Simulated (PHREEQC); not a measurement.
Make-up at 92 °C: 0.46 mmol/kgw Ag2SO4 and 35 mmol/kgw HBF4. Closed to the air; pH follows from the charge balance.

Equilibrium calculation in PHREEQC: ion-association model, wateq4f.dat.

```json
[
 {"quantity": "pH", "before": "1.62", "after": "2.40"},
 {"quantity": "ionic strength (mol/kgw)", "before": "0.0290", "after": "0.00452"},
 {"quantity": "HSO4- (mol/kgw)", "before": "0.000408", "after": "5.87e-5"},
 {"quantity": "SO4-2 (mol/kgw)", "before": "5.12e-5", "after": "3.32e-5"}
]
```

Problem. What was changed between the two runs?
A) HBF4 left out
B) temperature from 92 to 50 °C
C) diluted 100-fold with water
D) diluted 5-fold with water
E) Ag2SO4 replaced by ZnSO4 at the same molality

Solution. D, diluted 5-fold with water

This is a speciation only: nothing precipitates in the calculation. Constants without temperature data keep their 25 °C values here. Real BF4- forms and hydrolyses slowly; the run takes it at equilibrium.
